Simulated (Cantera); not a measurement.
Cantera run:

```python
import numpy as np
import cantera as ct

gas_names = """
    H H2 N NH NH2 NH3 N2 N2H2 N2H4 Si SiH SiH2 SiH3 SiH4 SiN Si2 Si2N Si3
""".split()
cond_names = """
    Si(cr) Si(L) Si3N4(a)
""".split()


# ... load() reads the species with a 1 bar reference pressure and builds the phases ...
atoms = {
    'SiH4': {'Si': 1, 'H': 4},
    'NH3': {'N': 1, 'H': 3},
    'N2': {'N': 2},
}
top_T = {'Si3N4(a)': 2400}  # K; cautious upper limits of use, not melting points


# ... equilibrate(T, P, feed) seeds the gas with the atoms and calls Mixture.equilibrate('TP', solver="vcs", rtol=1e-11, max_steps=5000) ...
results = []
feed = {'SiH4': 1, 'NH3': 7.6, 'N2': 26}  # mol
T = 948  # K
P = 100000  # Pa
mix = equilibrate(T, P, feed)
results.append((T, P, feed, dict(zip(mix.species_names, mix.species_moles))))
x = sorted(zip(gas.X, gas.species_names), reverse=True)
print(f"T = {T:g} K  P = {P:g} Pa  gas = {mix.phase_moles(0):.4g} mol")
print("   x: " + "  ".join(f"{s} {v:.3e}" for v, s in x if v > 0.0001))
print("   condensed (mol): " + ("  ".join(f"{mix.phase(i).name} {mix.phase_moles(i):.4g}"
      for i in range(1, mix.n_phases) if mix.phase_moles(i) > 1e-12) or "none"))
```

Output:

```
T = 948 K  P = 100000 Pa  gas = 42.53 mol
   x: N2 6.850e-01  H2 3.149e-01  NH3 1.224e-04
   condensed (mol): Si3N4(a) 0.3333
```

Cantera equilibrium calculation (NASA polynomials, part measured and part estimated; ideal gas, pure solids and liquids).
